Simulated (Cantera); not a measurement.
Charge: 1 mol Pb, 0.16 mol CO, equilibrated at 1625 °C.

These are equilibrium values from Cantera (NASA tables, ideal gas, pure condensed phases), not measurements of a reactor. Candidate condensed phases: C, Pb, PbO, PbO2, Pb3O4; 15 gas species. The numbers say what is thermodynamically allowed, not how fast it happens.

At 0.110 bar, list the 3 most abundant gas species with their mole fractions, and the condensed phases.

Pb 0.862, CO 0.138, Pb2 0.000488. Condensed: gas only.
